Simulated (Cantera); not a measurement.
# Thermodynamics of boron, boron nitride and boron oxide, feed B + N2

A closed system holds: 1 mol B, 28 mol N2, held at 0.0133 bar.

These are equilibrium values from Cantera (NASA tables, ideal gas, pure condensed phases), not measurements of a reactor. Candidate condensed phases: B, BN; 5 gas species. Kinetics and transport are ignored.

From 2073 K to 2323 K the condensed part is BN(s). At 2373 K the condensed part is B(l). The main B-bearing gas is B throughout.

```
T (K)  log p N2  log p B  log p BN  log p N  log p B2  n BN(s)  n B(l)
-----  --------  -------  --------  -------  --------  -------  ------
2073      -1.88    -7.17     -8.14    -9.54    -12.72    1.000       0
2123      -1.88    -6.69     -7.72    -9.26    -11.94    1.000       0
2173      -1.88    -6.24     -7.32    -8.98    -11.20    0.999       0
2223      -1.88    -5.80     -6.93    -8.72    -10.50    0.997       0
2273      -1.88    -5.39     -6.56    -8.48     -9.83    0.991       0
2323      -1.88    -5.00     -6.21    -8.24     -9.18    0.978       0
2373      -1.88    -4.62     -5.88    -8.01     -8.57        0   0.947
```
log p: log10 of the partial pressure in bar; n: condensed amount in mol.
